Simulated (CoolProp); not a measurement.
Properties of tetrahydrofuran at several states.

Computed with CoolProp (reference Helmholtz-energy equation of state, Fiedler 2023).

```
T (K)  p (bar)   phase  density (kg/m³)  cv (kJ/(kg K))  speed of sound (m/s)  Joule-Thomson coefficient (K/MPa)
-----  -------  ------  ---------------  --------------  --------------------  ---------------------------------
277.4    0.253  liquid            904.6           1.136                  1378                            -0.4474
194.1      308  liquid             1006           1.021                  1866                            -0.5461
487.3       67  liquid            645.3           1.856                 521.8                             0.2275
```
